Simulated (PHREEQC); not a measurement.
0.52 g of hydrous ferric oxide (600 m²/g; 0.2 weak and 0.005 strong sites per Fe, Dzombak-Morel constants, diffuse double layer) in 1 kg of water with 0.05 mol/kgw of an inert sodium salt and 2e-05 mol/kgw CuSO4 and 0.00025 mol/kgw PbCl2, at 25 °C; the pH is set by adding NaOH or the inert anion's acid. Oxygen is held at 0.21 atm. The system is closed to CO2. No solid was allowed to form.

The series has 17 steps of pH, from 3 to 9.

Equilibrium calculation in PHREEQC: ion-association model, wateq4f.dat.

Task: Near which pH is half of the S sorbed, and on which side is more sorbed?

Result: Near pH 6.9, with more sorbed at lower pH.

Task: Near which pH is half of the Cu sorbed, and on which side is more sorbed?

Result: Near pH 5.2, with more sorbed at higher pH.

Task: Near which pH is half of the Pb sorbed, and on which side is more sorbed?

Result: Near pH 5.3, with more sorbed at higher pH.

Species that the database lacks are ignored. The database's constant for dissolved Cu(OH)2 is higher than later reviews accept. The oxide is taken as insoluble; below pH 4 it would dissolve.
